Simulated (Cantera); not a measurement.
Charge: 1 mol C3H8, 0.81 mol NH3, held at 100 Torr.

These are equilibrium values from Cantera (NASA tables, ideal gas, pure condensed phases), not measurements of a reactor. Candidate condensed phases: C, C6H6, C7H8, C8H18; 92 gas species. Kinetics and transport are ignored.

At 1423 K, list the 4 most abundant gas species with their mole fractions, and the condensed phases.

H2 0.927, N2 0.0720, CH4 0.000437, HCN 0.000154. Condensed: C(graphite).
